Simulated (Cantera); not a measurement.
A closed system holds: 1 mol Cr2O3, 170 mol H2, 6.4 mol N2, equilibrated at 1402 °C and 10.0 mbar.

Cantera equilibrium calculation (NASA polynomials, part measured and part estimated; ideal gas, pure solids and liquids). Candidate condensed phases: Cr, CrN, Cr2N, Cr2O3, H2O; 29 gas species. Mutual solubility and eutectic melting of coexisting phases are not modelled. The numbers say what is thermodynamically allowed, not how fast it happens.

Base state: H2 0.958, N2 0.0362, H2O 0.00335, Cr 0.00139, H 0.00114 (mole fractions); condensed: Cr(s) + Cr2O3(s).

Task: What changes in the equilibrium state with this change: temperature from 1402 °C to 477 °C?

Result: 
```json
[
 {"species": "H2", "before": "0.958", "after": "0.964"},
 {"species": "N2", "before": "0.0362", "after": "0.0363"},
 {"species": "H2O", "before": "0.00335", "after": "1.63e-6"},
 {"species": "Cr", "before": "0.00139", "after": "<1e-9"},
 {"species": "H", "before": "0.00114", "after": "<1e-9"},
 {"species": "Cr(s), mol", "before": "0.148", "after": "0"},
 {"species": "Cr2O3(s), mol", "before": "0.803", "after": "1.000"}
]
```

Task: What changes in the equilibrium state with this change: 0.77 mol O2 added?

Result: 
| species | before | after |
|---|---|---|
| H2 | 0.958 | 0.953 |
| N2 | 0.0362 | 0.0362 |
| H2O | 0.00335 | 0.00918 |
| Cr | 0.00139 | 0.000305 |
| H | 0.00114 | 0.00113 |
| Cr(s), mol | 0.148 | 0 |
| Cr2O3(s), mol | 0.803 | 0.973 |
